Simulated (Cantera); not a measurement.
Input (Python, Cantera) and output of one run.

```python
import numpy as np
import cantera as ct

gas_names = """
    C2H6 H
""".split()
cond_names = """
    Ta(cr) Ta(L) TaC(s) TaC(L)
""".split()


# ... load() reads the species with a 1 bar reference pressure and builds the phases ...
species = {s.name: s for s in load("nasa_gas.yaml", gas_names) + load("nasa_condensed.yaml", cond_names)}
# Each term lists the table entries of one substance; the one whose range holds T is used.
reactions = {
    '2 Ta + C2H6(g) = 6 H(g) + 2 TaC':
        [(-2, ['Ta(cr)', 'Ta(L)']), (-1, ['C2H6']), (6, ['H']), (2, ['TaC(s)', 'TaC(L)'])],
}


def pick(names, T):
    return next(species[n] for n in names if species[n].thermo.min_temp <= T <= species[n].thermo.max_temp)


results = []
for label, terms in reactions.items():
    print(label)
    print("     T/K   dH/kJ  dS/(J/K)   dG/kJ   log10 K")
    for T in [1973, 2123, 2273, 2423, 2573, 2723]:
        used = [(nu, pick(names, T)) for nu, names in terms]
        dH = sum(nu * s.thermo.h(T) for nu, s in used) / 1e6
        dS = sum(nu * s.thermo.s(T) for nu, s in used) / 1e3
        dG = dH - T * dS / 1e3
        logK = -dG * 1e6 / (ct.gas_constant * T * np.log(10))
        results.append((label, T, dH, dS, dG, logK, [s.name for _, s in used]))
        print(f"{T:8g} {dH:8.1f} {dS:8.1f} {dG:8.1f} {logK:8.2f}")
```

Output:

```
2 Ta + C2H6(g) = 6 H(g) + 2 TaC
     T/K   dH/kJ  dS/(J/K)   dG/kJ   log10 K
    1973   1186.0    577.1     47.3    -1.25
    2123   1189.2    578.7    -39.4     0.97
    2273   1192.2    580.1   -126.3     2.90
    2423   1195.0    581.3   -213.4     4.60
    2573   1197.5    582.3   -300.7     6.10
    2723   1199.8    583.1   -388.1     7.44
```

Source: NASA polynomial tables (part measured, part estimated), evaluated in Cantera. TaC: taken at fixed stoichiometry. Condensed species are held in their standard states even where they would react or evaporate.
